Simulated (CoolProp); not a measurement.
A closed Brayton cycle with carbon dioxide: compressor inlet 333.15 K and 8.2 MPa, high pressure 22.7 MPa, turbine inlet 810 K, compressor efficiency 0.89, turbine efficiency 0.93, recuperator effectiveness 0.9 (on enthalpy, no pinch check). Each further row changes one setting.

Values from CoolProp's reference Helmholtz-energy equation of state, Span 1996.

```csv
case,thermal efficiency (%),net work (kJ/kg),compressor to turbine work,compressor exit (K),turbine exit (K)
as stated,___,79.0,0.41,422.5,686.2
turbine inlet 760 K,31.7,69.4,0.44,422.5,___
compressor inlet 343.15 K,32.6,___,___,436.8,686.2
high pressure 19.3 MPa,32.9,69.4,0.39,407.8,___
recuperator effectiveness 0.5,22.3,79.0,0.41,422.5,686.2
```

Task: Complete the blanks.

Result: 
- as stated, thermal efficiency (%): 33.7
- turbine inlet 760 K, turbine exit (K): 640.8
- compressor inlet 343.15 K, net work (kJ/kg): 73.7
- compressor inlet 343.15 K, compressor to turbine work: 0.45
- high pressure 19.3 MPa, turbine exit (K): 705.4
